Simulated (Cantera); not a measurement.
Input: 1 mol MgO, 0.0051 mol C, 0.35 mol H2, at 133 Pa.

These are equilibrium values from Cantera (NASA tables, ideal gas, pure condensed phases), not measurements of a reactor. Candidate condensed phases: C, C6H6, C7H8, C8H18, H2O, Mg, MgCO3, MgO, Mg(OH)2; 116 gas species. The tables' values for MgH are old estimates; treat these amounts as uncertain. Kinetics and transport are ignored. All values below are at 1848 K.

Base state: H2 0.908, Mg 0.0390, H2O 0.0252, H 0.0138, CO 0.0136, CO2 9.40e-5, MgOH 3.25e-5, OH 2.82e-5 (mole fractions); condensed: MgO(s).

Q: What changes in the equilibrium state with this change: pressure from 133 Pa to 1.90 Pa?

A: 
```
species       before     after
-----------  -------  --------
H2             0.908     0.507
Mg            0.0390     0.203
H2O           0.0252     0.189
H             0.0138    0.0866
CO            0.0136   0.00988
O2           3.99e-9   5.06e-5
O            3.28e-7  0.000309
OH           2.82e-5   0.00237
MgO(s), mol    0.985     0.904
```
